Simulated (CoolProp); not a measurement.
n-nonane at several states: Z from the reference equation and from simpler models built on Tc = 594.5 K, pc = 2.282 MPa, ω = 0.443; each cubic takes its own stable root.

Values from CoolProp's reference Helmholtz-energy equation of state, Lemmon 2006. It is a short technical equation, of lower accuracy than the large ones.

```csv
T (K),p (MPa),phase,reference
421.4,0.901,liquid,0.05381
420.3,2.55,liquid,0.1517
437.2,0.239,liquid,0.01413
```

Q: How far does each simpler model (van der Waals, Soave-Redlich-Kwong) lie from the reference over these 3 states: mean and median of the absolute difference, and the worst?

A: 
- van der Waals: mean 2217.6 %, median 81.2 %, worst +6494.5 % at 437.2 K and 0.239 MPa
- Soave-Redlich-Kwong: mean 17.1 %, median 17.1 %, worst +17.6 % at 437.2 K and 0.239 MPa

At some of these states van der Waals gives the other phase, because its saturation line lies elsewhere.
